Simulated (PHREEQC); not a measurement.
**Silver or lead bath: speciation**

Make-up at 3.7 °C: 11 mmol/kgw Pb(NO3)2, 0.28 mmol/kgw NaNO3 and 0.032 mmol/kgw Na2SO4. Closed to the air; pH follows from the charge balance.

Equilibrium calculation in PHREEQC: ion-association model, wateq4f.dat.

Each row changes one thing in this solution. This is a speciation only: nothing precipitates in the calculation.

| case | pH | ionic strength (mol/kgw) | PbNO3+ (mol/kgw) | NaSO4- (mol/kgw) | HSO4- (mol/kgw) | SI of Larnakite (PbO:PbSO4) | SI of Pb(OH)2 (Pb(OH)2) |
|---|---|---|---|---|---|---|---|
| as made | 4.93 | 0.0302 | 0.00152 | 1.02e-8 | 6.08e-9 | +0.01 | -1.39 |
| NaNO3 left out | 4.93 | 0.0300 | 0.00151 | 1.89e-9 | 6.08e-9 | +0.01 | -1.39 |
| temperature from 3.7 to 40 °C | 4.93 | 0.0303 | 0.00147 | 1.30e-8 | 1.32e-8 | +0.58 | -0.11 |
| NaNO3 from 0.00028 to 0.0014 mol/kgw | 4.93 | 0.0313 | 0.00158 | … | 6.08e-9 | +0.00 | -1.39 |
| temperature from 3.7 to 50 °C | 4.93 | … | 0.00146 | 1.37e-8 | 1.69e-8 | +0.71 | +0.19 |
| Pb(NO3)2 from 0.011 to 0.0121 mol/kgw | 4.91 | 0.0330 | 0.00178 | 9.72e-9 | 6.13e-9 | -0.00 | -1.40 |

**Question.** What belongs in the gaps?

**Answer.** 
- NaNO3 from 0.00028 to 0.0014 mol/kgw, NaSO4- (mol/kgw): 4.35e-8
- temperature from 3.7 to 50 °C, ionic strength (mol/kgw): 0.0304

Some of these states are supersaturated (in Anglesite, Larnakite, Pb(OH)2, for instance). Away from 25 °C the constants follow the database's enthalpies or fits; those with neither stay at their 25 °C values.
